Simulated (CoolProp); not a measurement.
Oxygen at 293.15 K and 2.13 MPa is throttled through a valve to 1.09 MPa with no heat exchange. Each further row changes one setting.

Computed with CoolProp (reference Helmholtz-energy equation of state, Schmidt 1985).

| case | temperature change (K) | final density (kg/m³) |
|---|---|---|
| as stated | -2.8 | ? |
| outlet pressure 0.327 MPa | ? | ? |
| outlet pressure 1.42 MPa | ? | ? |

Problem. Some entries are withheld; supply them.

Solution. 
- as stated, final density (kg/m³): 14.6
- outlet pressure 0.327 MPa, temperature change (K): -5.0
- outlet pressure 0.327 MPa, final density (kg/m³): 4.38
- outlet pressure 1.42 MPa, temperature change (K): -1.9
- outlet pressure 1.42 MPa, final density (kg/m³): 19.0
